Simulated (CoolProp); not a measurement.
Values from CoolProp's reference Helmholtz-energy equation of state, Smukala 2000.

Problem. Give the vapour pressure (kPa), vapour density (kg/m³), enthalpy of vaporisation (kJ/kg), liquid cp (kJ/(kg K)) of saturated ethylene at -83.05, -72.95, -52.55 °C.

Solution. 
```json
[
 {"T (°C)": "-83.05", "p (kPa)": "297", "vapour density (kg/m³)": "5.67", "enthalpy of vaporisation (kJ/kg)": "450", "liquid cp (kJ/(kg K))": "2.48"},
 {"T (°C)": "-72.95", "p (kPa)": "459", "vapour density (kg/m³)": "8.56", "enthalpy of vaporisation (kJ/kg)": "432", "liquid cp (kJ/(kg K))": "2.53"},
 {"T (°C)": "-52.55", "p (kPa)": "976", "vapour density (kg/m³)": "17.8", "enthalpy of vaporisation (kJ/kg)": "390", "liquid cp (kJ/(kg K))": "2.71"}
]
```
